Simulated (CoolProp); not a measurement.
Vapour-liquid equilibrium of R113 (1) + n-heptane (2) at 40 kPa; x and y are mole fractions of (1).

Computed with CoolProp (multi-fluid Helmholtz-energy mixture model, Marx 1992 and Span 2003; pair parameters Bell 2016).

### Question
Give the bubble temperature and the first vapour's composition at x = 0.2, 0.65, 0.8. Is there an azeotrope?

### Answer
x = 0.2: 321.7 K, y = 0.635; x = 0.65: 302.8 K, y = 0.920; x = 0.8: 299.3 K, y = 0.956. No azeotrope shows between x = 0.05 and 0.95.

The pair parameters rest on a limited set of measurements; away from them the model extrapolates.
